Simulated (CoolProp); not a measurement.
The fluid at 295.71 K and 0.0473 MPa is compressed adiabatically to 0.174 MPa with isentropic efficiency 0.8. The same conditions are run with several fluids, on thermodynamics alone (safety and materials aside).

Model: reference Helmholtz-energy equation of state of each fluid (R124: de Vries 1995; isobutane: Bücker 2006; carbon monoxide: Lemmon 2006; R134a: Tillner-Roth 1994; ethane: Bücker 2006), in CoolProp.

| fluid | work (kJ/kg) | final temperature (K) | final density (kg/m³) |
|---|---|---|---|
| R124 | 30.4 | ___ | 8.71 |
| isobutane | 71.4 | 338.2 | 3.71 |
| carbon monoxide | 173 | 461.2 | 1.27 |
| R134a | 41.2 | 344.4 | 6.33 |
| ethane | ___ | 373.6 | ___ |

Q: Fill in the missing entries.

A: 
- R124, final temperature (K): 337.8
- ethane, work (kJ/kg): 147
- ethane, final density (kg/m³): 1.69
